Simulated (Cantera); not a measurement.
# Thermodynamics of boron, boron nitride and boron oxide, feed borazine + H₂O + H₂

Feed: 1 mol borazine, 0.24 mol H₂O, a varied amount of H₂, held at 2098.15 K and 79000 Pa.

Equilibrium computed with Cantera from the NASA thermochemical tables; the gas is ideal and each condensed phase is pure. Candidate condensed phases: B, BN, B₂O₃, B₃O₃H₃, H₂O; 39 gas species. The feed counts by its element totals alone. The tables' values for BH₂ are old estimates; treat these amounts as uncertain. Gases not in the tables: B₂H₆ and higher boranes. Kinetics and transport are ignored.

```json
[
 {"n(H₂) (mol)": "0.89", "x H₂": "0.923", "x HBO": "0.0385", "x N₂": "0.0260", "x B₂O₂": "0.00381", "n BN(s)": "2.77"},
 {"n(H₂) (mol)": "1.5", "x H₂": "0.931", "x HBO": "0.0351", "x N₂": "0.0230", "x B₂O₂": "0.00313", "n BN(s)": "2.77"},
 {"n(H₂) (mol)": "2.6", "x H₂": "0.942", "x HBO": "0.0302", "x N₂": "0.0190", "x B₂O₂": "0.00229", "n BN(s)": "2.77"},
 {"n(H₂) (mol)": "4.3", "x H₂": "0.953", "x HBO": "0.0248", "x N₂": "0.0150", "x B₂O₂": "0.00152", "n BN(s)": "2.77"},
 {"n(H₂) (mol)": "7.4", "x H₂": "0.965", "x HBO": "0.0186", "x N₂": "0.0109", "x B₂O₂": "0.000851", "n BN(s)": "2.76"},
 {"n(H₂) (mol)": "13", "x H₂": "0.975", "x HBO": "0.0128", "x N₂": "0.00730", "x B₂O₂": "0.000400", "n BN(s)": "2.76"},
 {"n(H₂) (mol)": "21", "x H₂": "0.982", "x HBO": "0.00887", "x N₂": "0.00500", "x B₂O₂": "0.000190", "n BN(s)": "2.75"},
 {"n(H₂) (mol)": "36", "x H₂": "0.987", "x HBO": "0.00561", "x N₂": "0.00320", "x B₂O₂": "7.55e-5", "n BN(s)": "2.75"},
 {"n(H₂) (mol)": "61", "x H₂": "0.990", "x HBO": "0.00348", "x N₂": "0.00208", "x B₂O₂": "2.89e-5", "n BN(s)": "2.73"},
 {"n(H₂) (mol)": "100", "x H₂": "0.992", "x HBO": "0.00218", "x N₂": "0.00143", "x B₂O₂": "1.14e-5", "n BN(s)": "2.70"}
]
```
x: gas mole fraction; n: condensed amount in mol.

From 0.89 mol H₂ to 100 mol H₂ the condensed part is BN(s). The main B-bearing gas is HBO throughout.
